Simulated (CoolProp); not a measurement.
Saturation properties of n-heptane (Tc = 541.2 K, pc = 2.774 MPa, ω = 0.349).

Model: reference Helmholtz-energy equation of state, Span 2003, in CoolProp. It is a short technical equation, of lower accuracy than the large ones.

| T (K) | p (MPa) | liquid density (kg/m³) | enthalpy of vaporisation (kJ/kg) |
|---|---|---|---|
| 367.8 | 0.09068 | 617.8 | 319.6 |
| 387.3 | 0.1575 | 598.9 | 305.1 |
| 406.8 | … | 578.9 | … |
| 426.2 | 0.3989 | 557.6 | 272.3 |
| 445.7 | 0.5938 | 534.2 | 252.8 |
| 465.2 | 0.8532 | 508.0 | … |
| 484.7 | … | 477.3 | 203.7 |
| 504.1 | 1.618 | 439.2 | 169.9 |

Fill in the missing entries.


- 406.8, p (MPa): 0.2574
- 406.8, enthalpy of vaporisation (kJ/kg): 289.5
- 465.2, enthalpy of vaporisation (kJ/kg): 230.4
- 484.7, p (MPa): 1.190

It boils at 371.5 K under 1 atm.
